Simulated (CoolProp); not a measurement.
Vapour-liquid equilibrium of ethane (1) + propane (2) at -93.95 °C; x and y are mole fractions of (1).

Computed with CoolProp (multi-fluid Helmholtz-energy mixture model, Bücker 2006 and Lemmon 2009; pair parameters Kunz 2012).

### Question
Give the bubble pressure and the first vapour's composition at x = 0.35, 0.425, 0.5. Is there an azeotrope?

### Answer
x = 0.35: 0.02792 MPa, y = 0.887; x = 0.425: 0.03303 MPa, y = 0.915; x = 0.5: 0.03825 MPa, y = 0.936. No azeotrope shows between x = 0.05 and 0.95.

Pair parameters are fitted to limited data, so mixtures are less certain than the pure fluids.
